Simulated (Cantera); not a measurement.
An isothermal, constant-pressure homogeneous reactor starts with 22.2 % NO, 77.8 % N2, at 2000 K and 0.671 atm.

Detailed kinetics in Cantera: GRI-Mech 3.0 (53 species, 325 reactions).

x: mole fraction; the columns are a selection and need not sum to one.

```tsv
t (s)	x NO	x O	x O2	x N2	x N2O	x NO2
2.00e-5	0.222	7.32e-7	1.71e-9	0.778	7.68e-7	6.09e-8
6.55e-5	0.222	2.17e-6	1.74e-8	0.778	2.42e-6	5.21e-7
0.000215	0.222	6.36e-6	1.86e-7	0.778	7.06e-6	3.27e-6
0.000703	0.222	2.12e-5	2.89e-6	0.778	1.62e-5	1.50e-5
0.00230	0.222	…	…	0.778	2.29e-5	…
0.00754	0.221	5.55e-5	0.000310	0.778	2.31e-5	4.30e-5
0.0247	0.220	6.05e-5	0.00118	0.779	2.27e-5	4.69e-5
0.0809	0.214	7.45e-5	0.00408	0.782	2.14e-5	5.71e-5
0.265	0.195	0.000108	0.0136	0.791	1.76e-5	7.73e-5
0.869	…	…	…	0.819	…	…
2.85	0.0503	0.000241	0.0858	0.864	1.34e-6	4.58e-5
9.32	0.00864	0.000267	0.107	0.884	3.03e-7	8.74e-6
30.5	0.00585	0.000268	0.108	0.886	2.87e-7	5.96e-6
100	0.00585	0.000268	0.108	0.886	2.87e-7	5.96e-6
```

Problem. Complete the blanks.

Solution. 
- 0.00230, x O: 4.97e-5
- 0.00230, x O2: 4.97e-5
- 0.00230, x NO2: 3.83e-5
- 0.869, x NO: 0.140
- 0.869, x O: 0.000171
- 0.869, x O2: 0.0407
- 0.869, x N2O: 9.00e-6
- 0.869, x NO2: 8.97e-5
